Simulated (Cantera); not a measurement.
A perfectly stirred reactor is fed with NH₃ : N₂ = 1 : 0.11 (molar parts), at 20.3 Torr; it is held at 1325 K, and followed from long to short residence time.

Cantera simulation using the gas-phase N/H chemistry of the illustrative SiF4/NH3 mechanism in the Surface Chemkin manual (1991); the numbers are that mechanism's predictions, not measurements. Walls and surfaces, which speed up NH3 decomposition in real reactors, are not modelled.

What does this change do: temperature 1325 to 1675 K?


```csv
quantity,before,after
x(NH₃) at τ = 2.90 s,0.901,0.785
x(N) at τ = 2.90 s,<1e-12,4.16e-8
x(NH₂) at τ = 2.90 s,9.67e-6,0.000253
x(NH) at τ = 2.90 s,6.56e-9,1.55e-6
x(H) at τ = 2.90 s,1.01e-9,1.19e-5
x(NH₃) at τ = 61.0 ms,0.901,0.899
x(N) at τ = 61.0 ms,<1e-12,8.66e-10
x(NH₂) at τ = 61.0 ms,4.29e-7,0.000234
x(NH) at τ = 61.0 ms,1.72e-11,6.92e-7
x(H) at τ = 61.0 ms,4.17e-11,2.17e-7
```
